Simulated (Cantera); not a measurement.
An isothermal, constant-pressure homogeneous reactor starts with 5.80 % H2, 94.2 % O2, equivalence ratio 0.031, at 1450 K and 1330 Pa.

Cantera simulation using GRI-Mech 3.0 (53 species, 325 reactions); the numbers are that mechanism's predictions, not measurements. Radical loss at walls, strong at low pressure, is not modelled. The temperature is held fixed by assumption; the heat of reaction is taken as removed at once.

One state of this run: x H2 = 0.000794; x O2 = 0.907; x OH = 0.00641; x O = 0.0289; x H = 0.00402; x H2O = 0.0525. x: mole fraction; the columns are a selection and need not sum to one.

Task: Which value of t (s) does it belong to?
A. 0.323
B. 0.0337
C. 0.000367
D. 0.00352

Result: B, 0.0337
